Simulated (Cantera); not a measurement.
Feed: 1 mol Si2H6, 0.028 mol HCl, 260 mol H2, equilibrated at 1027 °C and 0.570 bar.

Cantera equilibrium calculation (NASA polynomials, part measured and part estimated; ideal gas, pure solids and liquids). Candidate condensed phases: Si; 19 gas species. The feed counts by its element totals alone. Rates play no part.

Base state: H2 1.000, HCl 0.000106 (mole fractions); condensed: Si(s).

What changes in the equilibrium state with this change: Si2H6 replaced by SiCl4?


| species | before | after |
|---|---|---|
| H2 | 1.000 | 0.986 |
| HCl | 0.000106 | 0.0135 |
| SiCl2 | 3.01e-8 | 0.000497 |
| SiHCl3 | <1e-9 | 0.000128 |
| SiCl3 | <1e-9 | 5.68e-5 |
| SiCl4 | <1e-9 | 3.85e-5 |
| Si(s), mol | 2.00 | 0.794 |
The tables' values for SiCl3 are old estimates; treat these amounts as uncertain.
